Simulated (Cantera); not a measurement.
Feed: 1 mol SiC, a varied amount of H2O, 200 mol H2, equilibrated at 1627 °C and 2.80 Pa.

Cantera equilibrium calculation (NASA polynomials, part measured and part estimated; ideal gas, pure solids and liquids). Candidate condensed phases: C, C6H6, C7H8, C8H18, H2O, Si, SiC, SiO2; 123 gas species. Kinetics and transport are ignored.

Task: At 0.13 mol H2O, list the 6 most abundant gas species with their mole fractions, and the condensed phases.

Result: H2 0.856, H 0.139, Si 0.00445, CO 0.000600, C2H2 (acetylene) 0.000327, SiC2 0.000113. Condensed: C(graphite).
